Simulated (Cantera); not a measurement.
**Adiabatic ignition**

An adiabatic, constant-volume homogeneous reactor starts with 16.4 % CH4, 6.21 % H2, 16.3 % O2, 61.2 % N2, at 1448 K and 1.00 bar.

Computed with Cantera and GRI-Mech 3.0 (53 species, 325 reactions).

```
t (s)     T (K)  P (bar)     x CH4    x H2     x O2     x CH2    x H2O2     x C2H     x HCN
--------  -----  -------  --------  ------  -------  --------  --------  --------  --------
1.00e-6    1448    1.000     0.164  0.0621    0.163    <1e-12  4.44e-10    <1e-12    <1e-12
4.27e-6    1448    1.000     0.164  0.0621    0.163    <1e-12   7.12e-9    <1e-12    <1e-12
1.82e-5    1448    1.000     0.164  0.0621    0.163    <1e-12   8.04e-8    <1e-12    <1e-12
7.77e-5    1448     1.00     0.163  0.0621    0.163  1.36e-10   3.93e-7    <1e-12    <1e-12
0.000331   1473     1.02     0.158  0.0614    0.160   3.33e-8   2.77e-6  1.48e-12  4.28e-12
0.00141    2664     2.16  6.66e-11   0.199  2.81e-5  1.16e-11   9.42e-9    <1e-12   4.21e-7
0.00603    2665     2.16  6.52e-11   0.199  2.84e-5  1.14e-11   9.49e-9    <1e-12   3.00e-7
0.0257     2665     2.16  6.52e-11   0.199  2.84e-5  1.14e-11   9.49e-9    <1e-12   2.97e-7
0.110      2665     2.16  6.52e-11   0.199  2.84e-5  1.14e-11   9.49e-9    <1e-12   2.97e-7
0.469      2665     2.16  6.52e-11   0.199  2.84e-5  1.14e-11   9.49e-9    <1e-12   2.97e-7
2.00       2665     2.16  6.52e-11   0.199  2.84e-5  1.14e-11   9.49e-9    <1e-12   2.97e-7
```
x: mole fraction; the columns are a selection and need not sum to one.

* **time of steepest temperature rise**: 0.626 ms
* **temperature at 2.00 s**: 2665 K
* **equilibrium temperature**: 2665 K
* **x(CH4) at 2.00 s**: 6.52e-11 (gas-phase equilibrium 7.33e-11)
* **x(H2) at 2.00 s**: 0.199 (gas-phase equilibrium 0.199)
* **x(O2) at 2.00 s**: 2.84e-5 (gas-phase equilibrium 2.84e-5)
